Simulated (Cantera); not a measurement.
An isothermal, constant-pressure homogeneous reactor starts with 1.48 % H₂, 98.5 % O₂, equivalence ratio 0.0075, at 1325 K and 9.75 Torr.

Computed with Cantera and the H2/O2 subset of GRI-Mech 3.0, which has no nitrogen chemistry. Radical loss at walls, strong at low pressure, is not modelled.

One state of this run: x H₂ = 8.02e-5; x O₂ = 0.972; x H = 0.000623; x H₂O = 0.0136; x OH = 0.00156. x: mole fraction; the columns are a selection and need not sum to one.

Which value of t (s) does it belong to?
(A) 0.00533
(B) 0.000268
(C) 0.0238
(D) 0.473

C, 0.0238
